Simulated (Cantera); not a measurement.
## Dilute partial oxidation

An isothermal, constant-pressure homogeneous reactor starts with 0.268 % CH₂O, 0.437 % O₂, 99.3 % N₂, at 1375 K and 750 Torr.

Computed with Cantera and GRI-Mech 3.0 (53 species, 325 reactions).

```
t (s)       x CH₂O     x O₂     x N₂O      x CO  x C₂H₂
--------  --------  -------  --------  --------  ------
3.00e-6    0.00268  0.00437    <1e-12   1.99e-8  <1e-12
1.06e-5    0.00268  0.00437    <1e-12   1.31e-7  <1e-12
3.74e-5    0.00268  0.00437    <1e-12   1.02e-6  <1e-12
0.000132   0.00267  0.00437  1.34e-11   9.92e-6  <1e-12
0.000467   0.00237  0.00432  4.96e-10  0.000311  <1e-12
0.00165   1.21e-11  0.00272   1.20e-7   0.00207  <1e-12
0.00583   1.22e-12  0.00202   1.95e-7  0.000670  <1e-12
0.0206      <1e-12  0.00174   2.97e-7  0.000127  <1e-12
0.0727      <1e-12  0.00169   3.77e-7   1.57e-5  <1e-12
0.257       <1e-12  0.00169   2.25e-7   1.52e-6  <1e-12
0.907       <1e-12  0.00169   2.85e-8   1.95e-7  <1e-12
3.21        <1e-12  0.00169   5.90e-9   5.42e-8  <1e-12
11.3        <1e-12  0.00169   4.58e-9   4.16e-8  <1e-12
40.0        <1e-12  0.00169   4.57e-9   4.15e-8  <1e-12
```
x: mole fraction; the columns are a selection and need not sum to one.

Equilibrium at this temperature and pressure: CH₂O <1e-12, O₂ 0.00166, N₂O 4.53e-9, CO 4.19e-8, C₂H₂ <1e-12 (gas phase only).
